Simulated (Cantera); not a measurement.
Cantera run:

```python
import numpy as np
import cantera as ct

gas_names = [...]  # 113 gases of nasa_gas.yaml made of C, H, O, Pb
cond_names = """
    C(gr) C6H6(L) C7H8(L) C8H18(L),n-octa H2O(s) H2O(L) Pb(cr) Pb(L) PbO(rd) PbO(yw) PbO(L) PbO2(s)
    Pb3O4(s)
""".split()


# ... load() reads the species with a 1 bar reference pressure and builds the phases ...
atoms = {
    'PbO': {'Pb': 1, 'O': 1},
    'C': {'C': 1},
    'CO': {'C': 1, 'O': 1},
    'CH4': {'C': 1, 'H': 4},
}
top_T = {'C(gr)': 4500, 'Pb3O4(s)': 820}  # K; cautious upper limits of use, not melting points


# ... equilibrate(T, P, feed) seeds the gas with the atoms and calls Mixture.equilibrate('TP', solver="vcs", rtol=1e-11, max_steps=5000) ...
results = []
feed = {'PbO': 1, 'C': 6.3, 'CO': 0.24, 'CH4': 0.6}  # mol
T = 2050  # K
P = 480  # Pa
mix = equilibrate(T, P, feed)
results.append((T, P, feed, dict(zip(mix.species_names, mix.species_moles))))
x = sorted(zip(gas.X, gas.species_names), reverse=True)
print(f"T = {T:g} K  P = {P:g} Pa  gas = {mix.phase_moles(0):.4g} mol")
print("   x: " + "  ".join(f"{s} {v:.3e}" for v, s in x if v > 0.001))
print("   condensed (mol): " + ("  ".join(f"{mix.phase(i).name} {mix.phase_moles(i):.4g}"
      for i in range(1, mix.n_phases) if mix.phase_moles(i) > 1e-12) or "none"))
```

Output:

```
T = 2050 K  P = 480 Pa  gas = 3.473 mol
   x: CO 3.570e-01  H2 3.357e-01  Pb 2.879e-01  H 1.897e-02
   condensed (mol): C(gr) 5.898
```

These are equilibrium values from Cantera (NASA tables, ideal gas, pure condensed phases), not measurements of a reactor.
